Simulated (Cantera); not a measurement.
Cantera run, input and output.

```python
import numpy as np
import cantera as ct

gas = ct.Solution("h2o2.yaml")
gas.TPX = 325, 170000, {'H2': 1, 'O2': 0.556, 'N2': 2.09}
flame = ct.FreeFlame(gas, width=0.028)
flame.set_refine_criteria(ratio=3, slope=0.08, curve=0.16)
flame.transport_model = "unity-Lewis-number"
flame.solve(loglevel=0, auto=True)
z, T = flame.grid, flame.T
thick = (T[-1] - T[0]) / np.gradient(T, z).max()
show = ['H2', 'O2', 'H2O', 'O', 'OH', 'H2O2']
print(f"laminar burning velocity  {flame.velocity[0] * 100:.3f} cm/s")
print(f"burnt temperature         {T[-1]:.1f} K")
print(f"thermal thickness         {thick * 1e3:.4f} mm")
print(f"grid points               {len(z)}")
z0 = z[flame.heat_release_rate.argmax()]
print(f"{'z/mm':>9s}{'T/K':>9s}{'u/(m/s)':>9s}" + "".join(f"{s:>11s}" for s in show))
rows = []
for k in (-3, -2, -1.5, -1, -0.5, -0.25, 0, 0.25, 0.5, 1, 2, 4, 8):
    zz = z0 + k * thick
    rows.append([k * thick, np.interp(zz, z, T), np.interp(zz, z, flame.velocity),
                 *(np.interp(zz, z, flame.X[gas.species_index(s)]) for s in show)])
    print(f"{rows[-1][0] * 1e3:9.3f}{rows[-1][1]:9.1f}{rows[-1][2]:9.3f}" + "".join(f"{x:11.3e}" for x in rows[-1][3:]))
```

Output:

```
laminar burning velocity  178.169 cm/s
burnt temperature         2326.5 K
thermal thickness         0.1585 mm
grid points               109
     z/mm      T/K  u/(m/s)         H2         O2        H2O          O         OH       H2O2
   -0.476    325.0    1.782  2.743e-01  1.525e-01  2.229e-07  6.143e-11  1.439e-13  7.110e-10
   -0.317    325.1    1.782  2.743e-01  1.525e-01  6.637e-06  1.882e-09  1.022e-11  2.116e-08
   -0.238    325.4    1.784  2.742e-01  1.525e-01  4.868e-05  1.416e-08  4.050e-10  1.547e-07
   -0.159    329.7    1.807  2.738e-01  1.522e-01  5.653e-04  1.805e-07  3.114e-08  1.751e-06
   -0.079    444.2    2.417  2.616e-01  1.461e-01  1.458e-02  1.492e-05  1.878e-05  2.835e-05
   -0.040    809.2    4.304  2.173e-01  1.244e-01  6.370e-02  3.893e-04  6.683e-04  3.604e-05
    0.000   1278.1    6.592  1.257e-01  8.203e-02  1.526e-01  3.882e-03  3.388e-03  1.063e-05
    0.040   1570.2    7.931  5.689e-02  4.770e-02  2.172e-01  8.931e-03  9.316e-03  4.311e-06
    0.079   1724.1    8.604  3.817e-02  3.601e-02  2.401e-01  9.983e-03  1.286e-02  2.504e-06
    0.159   1886.1    9.290  3.093e-02  3.030e-02  2.560e-01  8.076e-03  1.471e-02  1.296e-06
    0.317   2033.4    9.895  2.465e-02  2.637e-02  2.708e-01  5.414e-03  1.457e-02  7.481e-07
    0.634   2154.8   10.383  1.762e-02  2.295e-02  2.849e-01  3.233e-03  1.298e-02  4.937e-07
    1.268   2241.5   10.725  1.138e-02  2.041e-02  2.962e-01  1.800e-03  1.065e-02  3.583e-07
```

Computed with Cantera and the H2/O2 subset of GRI-Mech 3.0, which has no nitrogen chemistry. Unity Lewis numbers drop preferential diffusion, which matters most where H2 and H carry the flame. Burning velocities carry a grid error of a few per cent, more on coarse grids.
